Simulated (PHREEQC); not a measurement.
Dissolve 0.07 mol/kgw NaBr and 8.4e-05 mol/kgw Na2B4O7 at 85 °C. Closed to the air; pH follows from the charge balance.

Computed with PHREEQC (ion-association model with all activity coefficients set to 1, phreeqc.dat).

Precipitation was switched off in this run.

Q: Estimate the pH.

A: pH 8.40.

Q: In which forms is B present?

A: H3BO3 74 %, H2BO3- 26 % of the B.

At this temperature some constants are extrapolated from 25 °C, and those without enthalpy data are left unchanged.
